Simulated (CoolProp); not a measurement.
Computed with CoolProp (reference Helmholtz-energy equation of state, Guder 2009).

Q: For sulfur hexafluoride, give the phase and the cv (kJ/(kg K)), speed of sound (m/s) at 307.5 K and 4.64 MPa; 372.4 K and 4.64 MPa.

A: 
- 307.5 K and 4.64 MPa: liquid; cv 0.687, speed of sound 212
- 372.4 K and 4.64 MPa: supercritical; cv 0.746, speed of sound 120
